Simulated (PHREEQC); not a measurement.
Consider water at 25 °C with 0.002 mol/kgw K2CO3 and 0.0064 mol/kgw CuSO4. Closed to the air; pH follows from the charge balance.

Equilibrium calculation in PHREEQC: ion-association model, wateq4f.dat.

```csv
quantity,before,after
pH,6.34,6.15
SO4-2 (mol/kgw),0.00534,0.00748
Cu+2 (mol/kgw),0.00260,0.00449
CuSO4 (mol/kgw),0.000974,0.00201
Cu2(OH)2+2 (mol/kgw),0.000872,0.00102
SI of Cu(OH)2 (Cu(OH)2),+1.23,+1.05
SI of Tenorite (CuO),+2.25,+2.07
```

### Question
Which change was made?
(A) K2CO3 from 0.002 to 0.02 mol/kgw
(B) K2CO3 from 0.002 to 0.0022 mol/kgw
(C) temperature from 25 to 60 °C
(D) K2CO3 replaced by NaHCO3 at the same molality
(E) CuSO4 from 0.0064 to 0.0096 mol/kgw

### Answer
E, CuSO4 from 0.0064 to 0.0096 mol/kgw

This is a speciation only: nothing precipitates in the calculation. Some of these states are supersaturated (in Malachite, Brochantite, for instance).
